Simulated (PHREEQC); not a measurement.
# Copper plating or etch bath

Consider water at 25 °C with 0.22 mol Cu(NO3)2, 0.003 mol H2SO4 and 0.00016 mol FeCl3 per kg of water. Closed to the air; pH follows from the charge balance.

Computed with PHREEQC (ion-association model, phreeqc.dat).

Precipitation was switched off in this run.

Q: Predict the pH.

A: pH 2.35.

Q: In which forms is Cl present?

A: Cl- 88 %, CuCl+ 12 % of the Cl.

Examples of supersaturated solids here: Hematite (slow to form), Goethite (slow to form). Others may be too. Complexes and solids missing from the database can't appear.
